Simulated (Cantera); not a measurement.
A perfectly stirred reactor is fed with 57.8 % NO, 42.2 % N2, at 0.0642 atm; it is held at 2200 K, and followed from long to short residence time.

Detailed kinetics in Cantera: GRI-Mech 3.0 (53 species, 325 reactions).

x: mole fraction; the columns are a selection and need not sum to one.

```json
[
 {"τ (s)": "0.58", "x NO": "0.272", "x O": "0.00424", "x O2": "0.150", "x N2O": "…", "x N2": "0.574", "x NO2": "7.41e-5"},
 {"τ (s)": "0.21", "x NO": "0.431", "x O": "0.00308", "x O2": "0.0714", "x N2O": "…", "x N2": "0.494", "x NO2": "8.12e-5"},
 {"τ (s)": "0.074", "x NO": "0.530", "x O": "0.00202", "x O2": "0.0226", "x N2O": "…", "x N2": "0.445", "x NO2": "5.96e-5"},
 {"τ (s)": "0.026", "x NO": "0.564", "x O": "0.00138", "x O2": "0.00611", "x N2O": "0.000128", "x N2": "0.428", "x NO2": "4.02e-5"},
 {"τ (s)": "0.0094", "x NO": "0.574", "x O": "0.000899", "x O2": "0.00144", "x N2O": "0.000129", "x N2": "0.424", "x NO2": "2.68e-5"},
 {"τ (s)": "0.0034", "x NO": "0.577", "x O": "0.000438", "x O2": "0.000235", "x N2O": "…", "x N2": "0.422", "x NO2": "1.38e-5"},
 {"τ (s)": "0.0012", "x NO": "0.578", "x O": "0.000149", "x O2": "2.60e-5", "x N2O": "…", "x N2": "0.422", "x NO2": "4.54e-6"}
]
```

Some entries are withheld; supply them.


- 0.58, x N2O: 2.25e-5
- 0.21, x N2O: 6.36e-5
- 0.074, x N2O: 0.000108
- 0.0034, x N2O: 0.000108
- 0.0012, x N2O: 6.84e-5
